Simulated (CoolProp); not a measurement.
Vapour-liquid equilibrium of n-pentane (1) + toluene (2) at 0.123 MPa; x and y are mole fractions of (1).

Model: multi-fluid Helmholtz-energy mixture model, Thol 2019 and Lemmon 2006; pair parameters Bell 2016, in CoolProp.

| x | bubble temperature, mixture model (°C) | bubble temperature, Raoult's law (°C) | y, mixture model | y, Raoult's law |
|---|---|---|---|---|
| 0.05 | 104.3 | 107.5 | 0.337 | 0.284 |
| 0.125 | 89.7 | 95.4 | 0.602 | 0.542 |
| 0.2 | 79.6 | 85.8 | 0.735 | 0.692 |
| 0.275 | 72.2 | 78.1 | 0.811 | 0.785 |
| 0.35 | 66.6 | 71.8 | 0.858 | 0.847 |
| 0.425 | 62.2 | 66.4 | 0.890 | 0.889 |
| 0.5 | 58.5 | 61.8 | 0.914 | 0.919 |
| 0.575 | 55.4 | 57.8 | 0.933 | 0.941 |
| 0.65 | 52.6 | 54.3 | 0.948 | 0.958 |
| 0.725 | 50.0 | 51.1 | 0.961 | 0.971 |
| 0.8 | 47.7 | 48.3 | 0.973 | 0.981 |
| 0.875 | 45.4 | 45.7 | 0.984 | 0.990 |
| 0.95 | 43.3 | 43.3 | 0.994 | 0.996 |

The largest gap from Raoult's law is -6.2 K in bubble temperature, at x = 0.2. No azeotrope shows between x = 0.05 and 0.95.

Pair parameters are fitted to limited data, so mixtures are less certain than the pure fluids.
